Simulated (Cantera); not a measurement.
# Reactions in the system C-O

Source: NASA polynomial tables (part measured, part estimated), evaluated in Cantera. Values are per mole of reaction as written; species without (g) are pure solids or liquids, kept so even where they would boil at 1 bar.

C + CO2(g) = 2 CO(g)

| T (K) | ΔH° (kJ) | ΔS° (J/K) | ΔG° (kJ) | log10 K |
|---|---|---|---|---|
| 2648 | 150.2 | 163.6 | -283.0 | 5.58 |
| 2698 | 149.5 | 163.4 | -291.2 | 5.64 |
| 2748 | 148.8 | 163.1 | -299.4 | 5.69 |
| 2798 | 148.1 | 162.8 | -307.5 | 5.74 |
| 2848 | 147.4 | 162.6 | -315.7 | 5.79 |
| 2898 | 146.7 | 162.3 | -323.8 | 5.84 |

3 CO2(g) = 3 CO(g) + O3(g)

| T (K) | ΔH° (kJ) | ΔS° (J/K) | ΔG° (kJ) | log10 K |
|---|---|---|---|---|
| 2648 | 983.5 | 187.7 | 486.5 | -9.60 |
| 2698 | 984.0 | 187.9 | 477.1 | -9.24 |
| 2748 | 984.5 | 188.0 | 467.7 | -8.89 |
| 2798 | 985.0 | 188.2 | 458.3 | -8.56 |
| 2848 | 985.6 | 188.5 | 448.9 | -8.23 |
| 2898 | 986.3 | 188.7 | 439.5 | -7.92 |
